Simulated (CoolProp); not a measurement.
Vapour-liquid equilibrium of carbon dioxide (1) + CH2F2 (R32) (2) at 2.21 MPa; x and y are mole fractions of (1).

Values from CoolProp's multi-fluid Helmholtz-energy mixture model, Span 1996 and Tillner-Roth 1997; pair parameters Bell 2016.

Task: Give the bubble temperature and the first vapour's composition at x = 0.2, 0.5, 0.8. Is there an azeotrope?

Result: x = 0.2: 292.9 K, y = 0.403; x = 0.5: 275.3 K, y = 0.747; x = 0.8: 263.2 K, y = 0.921. No azeotrope shows between x = 0.05 and 0.95.

The pair parameters rest on a limited set of measurements; away from them the model extrapolates.
